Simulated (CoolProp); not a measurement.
Vapour pressure (MPa) of hydrogen chloride: the reference equation beside estimates from Tc = 324.7 K, pc = 8.314 MPa, ω = 0.130. Clausius-Clapeyron is anchored at 271 K with a constant enthalpy of vaporisation of 11.54 kJ/mol.

Computed with CoolProp (reference Helmholtz-energy equation of state, Thol 2018).

| T (K) | reference | Lee-Kesler | Clausius-Clapeyron | van der Waals | Redlich-Kwong | Soave-Redlich-Kwong | Peng-Robinson |
|---|---|---|---|---|---|---|---|
| 257.3 | 1.671 | 1.690 | 1.863 | 3.050 | 1.911 | 1.700 | 1.684 |
| 261.9 | 1.908 | 1.930 | 2.048 | 3.311 | 2.168 | 1.944 | 1.924 |
| 266.4 | 2.162 | 2.188 | 2.240 | 3.579 | 2.441 | 2.206 | 2.183 |
| 271 | 2.447 | 2.476 | 2.447 | 3.867 | 2.744 | 2.500 | 2.473 |
| 275.5 | 2.752 | 2.783 | 2.660 | 4.162 | 3.064 | 2.813 | 2.783 |
| 280.1 | 3.092 | 3.125 | 2.890 | 4.478 | 3.416 | 3.162 | 3.129 |
| 284.7 | 3.462 | 3.497 | 3.131 | 4.808 | 3.795 | 3.541 | 3.505 |
| 289.2 | 3.855 | 3.891 | 3.378 | 5.145 | 4.191 | 3.942 | 3.904 |
| 293.8 | 4.291 | 4.327 | 3.641 | 5.505 | 4.624 | 4.384 | 4.345 |
| 298.3 | 4.753 | 4.788 | 3.910 | 5.871 | 5.076 | 4.850 | 4.811 |
| 302.9 | 5.263 | 5.297 | 4.197 | 6.260 | 5.567 | 5.362 | 5.324 |
| 307.4 | 5.803 | 5.834 | 4.488 | 6.655 | 6.076 | 5.898 | 5.864 |
| 312 | 6.400 | 6.426 | 4.797 | 7.075 | 6.627 | 6.485 | 6.456 |

Absolute difference from the reference over all 13 rows, mean and median: Lee-Kesler 0.9 and 1.0 %, Clausius-Clapeyron 11.9 and 11.5 %, van der Waals 41.8 and 38.9 %, Redlich-Kwong 9.4 and 9.6 %, Soave-Redlich-Kwong 2.0 and 2.0 %, Peng-Robinson 1.1 and 1.1 %.
